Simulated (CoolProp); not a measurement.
Nitrous oxide along the isotherm -28.75 °C: fugacity coefficient from the reference equation and from simpler models built on Tc = 36.4 °C, pc = 7245 kPa, ω = 0.161; each cubic takes its own stable root.

Values from CoolProp's reference Helmholtz-energy equation of state, Lemmon 2006. It is a short technical equation, of lower accuracy than the large ones.

| p (kPa) | phase | reference | van der Waals | Soave-Redlich-Kwong |
|---|---|---|---|---|
| 1510 | liquid | 0.7855 | 0.8921 | 0.7973 |
| 3020 | liquid | 0.4054 | 0.7121 | 0.4127 |
| 4530 | liquid | 0.2789 | ___ | 0.2847 |
| 6040 | liquid | 0.2158 | 0.3931 | 0.2209 |
| 7550 | liquid | 0.1781 | 0.3301 | 0.1828 |
| 9060 | liquid | ___ | 0.2886 | ___ |
| 10600 | liquid | 0.1350 | 0.2589 | ___ |
| 12100 | liquid | ___ | 0.2377 | ___ |
| 13600 | liquid | 0.1118 | 0.2215 | ___ |
| 15100 | liquid | 0.1038 | 0.2089 | 0.1079 |
| 16600 | liquid | 0.09733 | 0.1989 | 0.1013 |
| 18100 | liquid | 0.09199 | ___ | 0.09598 |

Task: Fill in the missing entries.

Result: 
- 4530, van der Waals: 0.4990
- 9060, reference: 0.1531
- 9060, Soave-Redlich-Kwong: 0.1575
- 10600, Soave-Redlich-Kwong: 0.1393
- 12100, reference: 0.1219
- 12100, Soave-Redlich-Kwong: 0.1261
- 13600, Soave-Redlich-Kwong: 0.1159
- 18100, van der Waals: 0.1908

At some of these states van der Waals gives the other phase, because its saturation line lies elsewhere.
